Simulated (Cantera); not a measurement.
An adiabatic, constant-volume homogeneous reactor starts with CH4 : C2H6 : C3H8 : O2 : N2 = 1 : 0.031 : 0.042 : 1.78 : 6.71 (molar parts), equivalence ratio 1.3, at 1525 K and 5.00 bar. Integrator tolerance rtol = 1e-08.

Computed with Cantera and GRI-Mech 3.0 (53 species, 325 reactions). Above 3000 K some thermodynamic fits are extrapolated.

**Question.** What does this change do: initial temperature 1525 to 1200 K?

**Answer.** 
| quantity | before | after |
|---|---|---|
| time of steepest temperature rise | 75.8 µs | 4.05 ms |
| temperature at 2.00 s | 3094 K | 2968 K |
| equilibrium temperature | 3094 K | 2968 K |
| x(CH4) at 2.00 s | 2.43e-12 (gas-phase equilibrium 2.91e-12) | 3.43e-12 (gas-phase equilibrium 4.04e-12) |
| x(C2H6) at 2.00 s | <1e-12 (gas-phase equilibrium <1e-12) | <1e-12 (gas-phase equilibrium <1e-12) |
| x(C3H8) at 2.00 s | <1e-12 (gas-phase equilibrium <1e-12) | <1e-12 (gas-phase equilibrium <1e-12) |
| x(CH3) at 2.00 s | 1.11e-11 (gas-phase equilibrium 1.33e-11) | 1.06e-11 (gas-phase equilibrium 1.25e-11) |
| x(H2O2) at 2.00 s | 6.66e-7 (gas-phase equilibrium 6.66e-7) | 4.61e-7 (gas-phase equilibrium 4.61e-7) |
| x(N2O) at 2.00 s | 1.15e-6 (gas-phase equilibrium 1.15e-6) | 7.74e-7 (gas-phase equilibrium 7.74e-7) |

**Question.** What does this change do: 0.082 parts H2 added?

**Answer.** 
```tsv
quantity	before	after
time of steepest temperature rise	75.8 µs	66.3 µs
temperature at 2.00 s	3094 K	3094 K
equilibrium temperature	3094 K	3094 K
x(CH4) at 2.00 s	2.43e-12 (gas-phase equilibrium 2.91e-12)	3.11e-12 (gas-phase equilibrium 3.71e-12)
x(C2H6) at 2.00 s	<1e-12 (gas-phase equilibrium <1e-12)	<1e-12 (gas-phase equilibrium <1e-12)
x(C3H8) at 2.00 s	<1e-12 (gas-phase equilibrium <1e-12)	<1e-12 (gas-phase equilibrium <1e-12)
x(CH3) at 2.00 s	1.11e-11 (gas-phase equilibrium 1.33e-11)	1.37e-11 (gas-phase equilibrium 1.63e-11)
x(H2O2) at 2.00 s	6.66e-7 (gas-phase equilibrium 6.66e-7)	6.33e-7 (gas-phase equilibrium 6.33e-7)
x(N2O) at 2.00 s	1.15e-6 (gas-phase equilibrium 1.15e-6)	1.07e-6 (gas-phase equilibrium 1.07e-6)
```

**Question.** What does this change do: initial temperature 1525 to 1650 K?

**Answer.** 
```tsv
quantity	before	after
time of steepest temperature rise	75.8 µs	26.3 µs
temperature at 2.00 s	3094 K	3137 K
equilibrium temperature	3094 K	3137 K
x(CH4) at 2.00 s	2.43e-12 (gas-phase equilibrium 2.91e-12)	2.25e-12 (gas-phase equilibrium 2.72e-12)
x(C2H6) at 2.00 s	<1e-12 (gas-phase equilibrium <1e-12)	<1e-12 (gas-phase equilibrium <1e-12)
x(C3H8) at 2.00 s	<1e-12 (gas-phase equilibrium <1e-12)	<1e-12 (gas-phase equilibrium <1e-12)
x(CH3) at 2.00 s	1.11e-11 (gas-phase equilibrium 1.33e-11)	1.17e-11 (gas-phase equilibrium 1.41e-11)
x(H2O2) at 2.00 s	6.66e-7 (gas-phase equilibrium 6.66e-7)	7.32e-7 (gas-phase equilibrium 7.32e-7)
x(N2O) at 2.00 s	1.15e-6 (gas-phase equilibrium 1.15e-6)	1.29e-6 (gas-phase equilibrium 1.29e-6)
```
